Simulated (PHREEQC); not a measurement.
A made-up water analysis in mg/L, 25 °C, pH 6.93, pe -0.6:

```tsv
constituent	mg/L
Na	0.772
K	12.3
Ca	22.8
Mg	8.58
Cl	30.2
S(6) as SO4	10.1
Alkalinity as HCO3	70.5
F	1.25
```

Valence states are taken as typed.

Equilibrium calculation in PHREEQC: ion-association model, wateq4f.dat.

**Question.** The ionic strength comes out as 0.00320 mol/kgw. What activity coefficients do SO4-2, K+, Ca+2, F-, Na+ get?

**Answer.** SO4-2 0.78, K+ 0.94, Ca+2 0.79, F- 0.94, Na+ 0.94.

This is a speciation only: nothing precipitates in the calculation. Species that the database lacks are ignored.
